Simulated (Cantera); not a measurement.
Standard-state values (1 bar) from the NASA 1993 polynomials, evaluated with Cantera. Values are per mole of reaction as written; species without (g) are pure solids or liquids, kept so even where they would boil at 1 bar.

### Question
Between 473 and 673 K, where is each reaction favourable under standard conditions?
- 10 O(g) + 4 PH3(g) → 12 H(g) + P4O10
- P2(g) + 6 OH(g) → 2 PH3(g) + 6 O(g)

### Answer
- 10 O(g) + 4 PH3(g) → 12 H(g) + P4O10: ΔG° is -2512 kJ at 473 K and -2360 kJ at 673 K; it stays negative (K > 1). ΔH° is -2853 kJ and ΔS° -733 J/K at 673 K.
- P2(g) + 6 OH(g) → 2 PH3(g) + 6 O(g): ΔG° is 1095 kJ at 473 K and 1081 kJ at 673 K; it stays positive (K < 1). ΔH° is 1129 kJ and ΔS° 71 J/K at 673 K.
